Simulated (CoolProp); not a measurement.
The numbers come from the reference Helmholtz-energy equation of state, Thol 2021 in CoolProp.

Task: Give the vapour pressure (MPa), enthalpy of vaporisation (kJ/kg), liquid cp (kJ/(kg K)) of saturated chlorine at 111.15 °C.

Result: 
| T (°C) | p (MPa) | enthalpy of vaporisation (kJ/kg) | liquid cp (kJ/(kg K)) |
|---|---|---|---|
| 111.15 | 4.67 | 149 | 1.46 |
